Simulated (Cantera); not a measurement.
# Diamond growth

A diamond (100) surface in a fixed gas of H2 with x(CH4) = 0.022, x(H) = 0.00028, x(CH3) = 2.8e-05, 12.0 Torr; coverages are run to steady state.

Detailed kinetics in Cantera: the Harris–Goodwin 1993 mechanism for the reconstructed diamond (100) surface.

```tsv
T (K)	growth (µm/h)	θ c6HH	θ c6H*	θ c6*H	θ c6**	θ c6HM
950	0.105	0.619	0.0132	0.313	0.00525	0.0379
1000	0.0695	0.597	0.0174	0.357	0.00720	0.0154
1050	0.0367	0.572	0.0218	0.390	0.00911	0.00478
1100	0.0213	0.548	0.0261	0.413	0.0107	0.00136
1150	0.0163	0.530	0.0301	0.427	0.0120	0.000395
1200	0.0147	0.519	0.0339	0.434	0.0127	0.000118
1250	0.0120	0.517	0.0371	0.433	0.0130	3.66e-5
1300	0.00725	0.521	0.0399	0.426	0.0129	1.18e-5
1350	0.00325	0.530	0.0421	0.416	0.0125	4.16e-6
1400	0.00128	0.542	0.0439	0.402	0.0119	1.59e-6
```
θ: site fractions in the mechanism's names (c6HH fully hydrogenated, c6H* and c6*H radical sites, c6** diradical, c6HM methylated).
